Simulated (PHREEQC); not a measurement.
A solution holds 0.066 mol/kgw NaH2PO4 and 0.0043 mol/kgw NaOH, at 25 °C. Closed to the air; pH follows from the charge balance.

The numbers come from PHREEQC with the ion-association model, phreeqc.dat.

Precipitation was switched off in this run.

Q: Order these P species by the share of P that they hold, largest first: HPO4-2, H2PO4-, NaHPO4-.

A: H2PO4- (93 %), HPO4-2 (6.2 %), NaHPO4- (0.35 %)

The pH is 5.74 and the ionic strength 0.0742 mol/kgw.
